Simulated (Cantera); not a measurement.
A perfectly stirred reactor is fed with 0.701 % H₂, 97.4 % O₂, 1.95 % H₂O, equivalence ratio 0.0036, at 20.0 Torr; it is held at 1075 K, and followed from long to short residence time.

Cantera simulation using GRI-Mech 3.0 (53 species, 325 reactions); the numbers are that mechanism's predictions, not measurements. Radical loss at walls, strong at low pressure, is not modelled.

Task: Predict: x(H₂) at τ = 29.0 s; x(O₂) at τ = 29.0 s; x(H₂O) at τ = 29.0 s; x(O) at τ = 29.0 s; x(HO₂) at τ = 29.0 s; x(H₂) at τ = 79.0 ms; x(O₂) at τ = 79.0 ms; x(H₂O) at τ = 79.0 ms; x(O) at τ = 79.0 ms; x(HO₂) at τ = 79.0 ms.

Result: 
```json
{
  "x(H₂) at τ = 29.0 s": "8.67e-6",
  "x(O₂) at τ = 29.0 s": "0.973",
  "x(H₂O) at τ = 29.0 s": "0.0265",
  "x(O) at τ = 29.0 s": "3.40e-5",
  "x(HO₂) at τ = 29.0 s": "2.26e-7",
  "x(H₂) at τ = 79.0 ms": "0.000299",
  "x(O₂) at τ = 79.0 ms": "0.972",
  "x(H₂O) at τ = 79.0 ms": "0.0260",
  "x(O) at τ = 79.0 ms": "0.00128",
  "x(HO₂) at τ = 79.0 ms": "2.69e-6"
}
```
